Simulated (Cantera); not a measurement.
# Thermodynamics of silicon epitaxy and polysilicon growth, feed SiH4 + Cl2 + H2

A closed system holds: 1 mol SiH4, 0.023 mol Cl2, 180 mol H2, held at 13.3 mbar.

Cantera equilibrium calculation (NASA polynomials, part measured and part estimated; ideal gas, pure solids and liquids). Candidate condensed phases: Si; 19 gas species. Gases not in the tables: Si2H6 and higher silanes. Kinetics and transport are ignored.

From 1100 K to 1650 K the condensed part is Si(s). From 1700 K to 1750 K the condensed part is Si(l). The main Si-bearing gas is SiCl2 at 1100 K and Si at 1750 K.

```tsv
T (K)	log p H2	log p H	log p HCl	log p Si	log p SiH2	n Si(s)	n Si(l)
1100	-1.88	-8.53	-5.47	-13.63	-10.76	1.000	0
1150	-1.88	-8.06	-5.47	-12.70	-10.26	1.000	0
1200	-1.88	-7.64	-5.47	-11.86	-9.80	1.000	0
1250	-1.88	-7.25	-5.47	-11.08	-9.38	1.000	0
1300	-1.88	-6.89	-5.47	-10.36	-8.99	1.000	0
1350	-1.88	-6.56	-5.47	-9.70	-8.63	1.000	0
1400	-1.88	-6.25	-5.47	-9.08	-8.30	1.000	0
1450	-1.88	-5.96	-5.47	-8.51	-7.99	1.000	0
1500	-1.88	-5.69	-5.47	-7.98	-7.70	0.999	0
1550	-1.88	-5.44	-5.47	-7.48	-7.43	0.999	0
1600	-1.88	-5.20	-5.47	-7.01	-7.18	0.997	0
1650	-1.88	-4.98	-5.47	-6.57	-6.94	0.994	0
1700	-1.88	-4.77	-5.47	-6.17	-6.72	0	0.986
1750	-1.88	-4.57	-5.48	-5.82	-6.56	0	0.972
```
log p: log10 of the partial pressure in bar; n: condensed amount in mol.
